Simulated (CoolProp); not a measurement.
Ethylene along the isobar 37.6 bar: Z from the reference equation and from simpler models built on Tc = 9.2 °C, pc = 50.42 bar, ω = 0.087; each cubic takes its own stable root.

Model: reference Helmholtz-energy equation of state, Smukala 2000, in CoolProp.

```csv
T (°C),phase,reference
-73.65,liquid,0.1206
-56.25,liquid,0.1173
-38.85,liquid,0.1162
-21.45,liquid,0.1184
13.35,gas,0.6951
30.65,gas,0.7660
48.05,gas,0.8135
65.45,gas,0.8480
82.85,gas,0.8745
100.25,gas,0.8953
117.65,gas,0.9120
```

### Question
How far does each simpler model (van der Waals, Redlich-Kwong, Soave-Redlich-Kwong, Peng-Robinson) lie from the reference over these 11 states: mean and median of the absolute difference, and the worst?

### Answer
- van der Waals: mean 19.6 %, median 1.5 %, worst +52.9 % at -21.45 °C and 37.6 bar
- Redlich-Kwong: mean 3.2 %, median 0.7 %, worst +12.1 % at -21.45 °C and 37.6 bar
- Soave-Redlich-Kwong: mean 2.7 %, median 0.4 %, worst +10.6 % at -21.45 °C and 37.6 bar
- Peng-Robinson: mean 3.5 %, median 2.5 %, worst -7.8 % at -73.65 °C and 37.6 bar
